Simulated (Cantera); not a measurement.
## Silicon oxide and oxynitride deposition: SiF₄ + O₂ + H₂

Charge: 1 mol SiF₄, 0.43 mol O₂, 8.9 mol H₂, equilibrated at 0.560 bar.

Method: chemical equilibrium by Gibbs-energy minimisation in Cantera with the NASA 1993 tables (ideal gas, pure condensed phases). Candidate condensed phases: H₂O, Si, SiO₂; 38 gas species. The tables' values for SiF₃, SiF₂ are old estimates; treat these amounts as uncertain. The tables hold silica as quartz up to 1696 K and as liquid above; real silica turns to tridymite and cristobalite and melts near 1996 K. Rates play no part.

| T (°C) | x H₂ | x HF | x SiF₄ | x H₂O | n SiO₂(β-quartz) | n SiO₂(condensed) |
|---|---|---|---|---|---|---|
| 1327 | 0.782 | 0.145 | 0.0605 | 0.0117 | 0.370 | 0 |
| 1352 | 0.782 | 0.146 | 0.0600 | 0.0112 | 0.372 | 0 |
| 1377 | 0.781 | 0.147 | 0.0594 | 0.0107 | 0.375 | 0 |
| 1402 | 0.781 | 0.148 | 0.0589 | 0.0103 | 0.377 | 0 |
| 1427 | 0.780 | 0.149 | 0.0583 | 0.00994 | 0 | 0.379 |
| 1452 | 0.779 | 0.151 | 0.0575 | 0.00956 | 0 | 0.380 |
| 1477 | 0.778 | 0.152 | 0.0567 | 0.00923 | 0 | 0.382 |
| 1502 | 0.777 | 0.153 | 0.0558 | 0.00894 | 0 | 0.383 |
| 1527 | 0.776 | 0.155 | 0.0548 | 0.00870 | 0 | 0.383 |
| 1552 | 0.775 | 0.156 | 0.0536 | 0.00850 | 0 | 0.383 |
| 1577 | 0.773 | 0.158 | 0.0523 | 0.00836 | 0 | 0.382 |
| 1602 | 0.770 | 0.161 | 0.0508 | 0.00828 | 0 | 0.379 |
x: gas mole fraction; n: condensed amount in mol.

From 1327 °C to 1402 °C the condensed part is SiO₂(β-quartz). From 1427 °C to 1602 °C the condensed part is SiO₂(condensed). The main Si-bearing gas is SiF₄ throughout.
